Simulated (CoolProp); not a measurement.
C2F6 (R116) at several states: fugacity coefficient from the reference equation and from simpler models built on Tc = 293.0 K, pc = 3.048 MPa, ω = 0.257; each cubic takes its own stable root.

Computed with CoolProp (reference Helmholtz-energy equation of state, Lemmon 2006). It is a short technical equation, of lower accuracy than the large ones.

```
T (K)  p (MPa)  phase  reference  Redlich-Kwong  Soave-Redlich-Kwong
-----  -------  -----  ---------  -------------  -------------------
411.8    0.551    gas     0.9830         0.9784               0.9839
346       2.19    gas     0.8708              …               0.8708
416.6    0.347    gas     0.9898         0.9868               0.9903
229.1    0.124    gas     0.9693              …                    …
365.4     2.15    gas          …         0.8808               0.8977
```

Task: What belongs in the gaps?

Result: 
- 346, Redlich-Kwong: 0.8565
- 229.1, Redlich-Kwong: 0.9724
- 229.1, Soave-Redlich-Kwong: 0.9701
- 365.4, reference: 0.8966
